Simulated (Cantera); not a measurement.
Input (Python, Cantera) and output of one run.

```python
import numpy as np
import cantera as ct

gas_names = """
    B BN BO BO2 B2 B2O B2O2 B2O3 N NO NO2 NO3 N2 N2O O O2 O3
""".split()
cond_names = """
    B(b) B(L) BN(s) B2O3(L)
""".split()


def load(file, names, dense=False):
    # The tables refer to 1 bar. Condensed volumes are neglected.
    table = {s.name: s for s in ct.Species.list_from_file(file)}
    out = []
    for n in names:
        d = dict(table[n].input_data)
        d["thermo"] = dict(d["thermo"], **{"reference-pressure": 1e5})
        if dense:
            d["equation-of-state"] = {"model": "constant-volume", "density": "1e6 g/cm^3"}
        out.append(ct.Species.from_dict(d))
    return out


gas = ct.Solution(thermo="ideal-gas", species=load("nasa_gas.yaml", gas_names))
cond = {s.name: ct.Solution(thermo="fixed-stoichiometry", species=[s], name=s.name)
        for s in load("nasa_condensed.yaml", cond_names, dense=True)}
atoms = {
    'B2O3': {'B': 2, 'O': 3},
    'O2': {'O': 2},
    'N2': {'N': 2},
}
top_T = {'BN(s)': 3200}  # K; cautious upper limits of use, not melting points


def equilibrate(T, P, feed):
    n = {}
    for name, mol in feed.items():
        for a, k in atoms[name].items():
            n[a] = n.get(a, 0.0) + k * mol
    gas.TPX = T, P, n
    mass = sum(n.values()) * gas.mean_molecular_weight
    gas.equilibrate("TP")
    valid = [c for c in cond.values() if c.min_temp <= T <= top_T.get(c.name, c.max_temp)]
    mix = ct.Mixture([(gas, mass / gas.mean_molecular_weight)] + [(c, 0.0) for c in valid])
    mix.T, mix.P = T, P
    mix.equilibrate("TP", solver="vcs", rtol=1e-11, max_steps=5000)
    return mix


results = []
feed = {'B2O3': 1, 'O2': 1, 'N2': 6.3}  # mol
P = 45000  # Pa
for T in [1398, 1473, 1548, 1623, 1698, 1773, 1848, 1923, 1998, 2073, 2148, 2223, 2298]:
    mix = equilibrate(T, P, feed)
    results.append((T, P, feed, dict(zip(mix.species_names, mix.species_moles))))
    x = sorted(zip(gas.X, gas.species_names), reverse=True)
    print(f"T = {T:g} K  P = {P:g} Pa  gas = {mix.phase_moles(0):.4g} mol")
    print("   x: " + "  ".join(f"{s} {v:.3e}" for v, s in x if v > 1e-06))
    print("   condensed (mol): " + ("  ".join(f"{mix.phase(i).name} {mix.phase_moles(i):.4g}"
          for i in range(1, mix.n_phases) if mix.phase_moles(i) > 1e-12) or "none"))
```

Result:

```
T = 1398 K  P = 45000 Pa  gas = 7.3 mol
   x: N2 8.627e-01  O2 1.367e-01  NO 6.048e-04  B2O3 5.093e-06  NO2 2.457e-06  BO2 1.779e-06
   condensed (mol): B2O3(L) 1
T = 1473 K  P = 45000 Pa  gas = 7.3 mol
   x: N2 8.625e-01  O2 1.365e-01  NO 9.023e-04  B2O3 2.745e-05  BO2 7.483e-06  NO2 2.853e-06  O 1.537e-06
   condensed (mol): B2O3(L) 0.9998
T = 1548 K  P = 45000 Pa  gas = 7.301 mol
   x: N2 8.622e-01  O2 1.363e-01  NO 1.295e-03  B2O3 1.246e-04  BO2 2.727e-05  O 4.199e-06  NO2 3.265e-06
   condensed (mol): B2O3(L) 0.999
T = 1623 K  P = 45000 Pa  gas = 7.304 mol
   x: N2 8.616e-01  O2 1.360e-01  NO 1.795e-03  B2O3 4.883e-04  BO2 8.783e-05  O 1.046e-05  NO2 3.688e-06
   condensed (mol): B2O3(L) 0.9961
T = 1698 K  P = 45000 Pa  gas = 7.314 mol
   x: N2 8.602e-01  O2 1.354e-01  NO 2.415e-03  B2O3 1.684e-03  BO2 2.542e-04  O 2.401e-05  NO2 4.115e-06
   condensed (mol): B2O3(L) 0.9868
T = 1773 K  P = 45000 Pa  gas = 7.342 mol
   x: N2 8.565e-01  O2 1.344e-01  B2O3 5.201e-03  NO 3.159e-03  BO2 6.696e-04  O 5.131e-05  NO2 4.527e-06
   condensed (mol): B2O3(L) 0.9594
T = 1848 K  P = 45000 Pa  gas = 7.418 mol
   x: N2 8.473e-01  O2 1.323e-01  B2O3 1.458e-02  NO 4.010e-03  BO2 1.623e-03  O 1.027e-04  NO2 4.885e-06
   condensed (mol): B2O3(L) 0.8859
T = 1923 K  P = 45000 Pa  gas = 7.607 mol
   x: N2 8.257e-01  O2 1.280e-01  B2O3 3.751e-02  NO 4.911e-03  BO2 3.644e-03  O 1.930e-04  NO2 5.102e-06  BO 1.512e-06
   condensed (mol): B2O3(L) 0.7008
T = 1998 K  P = 45000 Pa  gas = 8.07 mol
   x: N2 7.778e-01  O2 1.190e-01  B2O3 8.951e-02  BO2 7.603e-03  NO 5.697e-03  O 3.388e-04  BO 6.232e-06  NO2 5.006e-06
   condensed (mol): B2O3(L) 0.247
T = 2073 K  P = 45000 Pa  gas = 8.326 mol
   x: N2 7.533e-01  B2O3 1.144e-01  O2 1.136e-01  BO2 1.142e-02  NO 6.685e-03  O 5.774e-04  BO 1.740e-05  NO2 5.085e-06
   condensed (mol): none
T = 2148 K  P = 45000 Pa  gas = 8.335 mol
   x: N2 7.518e-01  B2O3 1.125e-01  O2 1.118e-01  BO2 1.485e-02  NO 7.974e-03  O 9.611e-04  BO 3.971e-05  NO2 5.377e-06
   condensed (mol): none
T = 2223 K  P = 45000 Pa  gas = 8.346 mol
   x: N2 7.501e-01  B2O3 1.103e-01  O2 1.096e-01  BO2 1.890e-02  NO 9.374e-03  O 1.543e-03  BO 8.554e-05  NO2 5.639e-06  B2O2 1.139e-06
   condensed (mol): none
T = 2298 K  P = 45000 Pa  gas = 8.36 mol
   x: N2 7.481e-01  B2O3 1.077e-01  O2 1.071e-01  BO2 2.360e-02  NO 1.087e-02  O 2.395e-03  BO 1.749e-04  NO2 5.867e-06  B2O2 2.200e-06
   condensed (mol): none
```

These are equilibrium values from Cantera (NASA tables, ideal gas, pure condensed phases), not measurements of a reactor.
